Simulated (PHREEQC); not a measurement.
Dissolve 0.0017 mol/kgw HF and 0.046 mol/kgw (CH3)4NF at 25 °C. Closed to the air; pH follows from the charge balance.

Computed with PHREEQC (ion-association model, phreeqc.dat).

```tsv
quantity	before	after
pH	4.59	3.88
ionic strength (mol/kgw)	0.0460	0.0461
F- (mol/kgw)	0.0458	0.0449
```

### Question
Which change was made?
(A) HF left out
(B) (CH3)4NF from 0.046 to 0.069 mol/kgw
(C) temperature from 25 to 70 °C
(D) HF from 0.0017 to 0.0085 mol/kgw

### Answer
D, HF from 0.0017 to 0.0085 mol/kgw

This is a speciation only: nothing precipitates in the calculation. (CH3)4N+ isn't in the database: it is added as a free cation with an ion size of 4 Å.
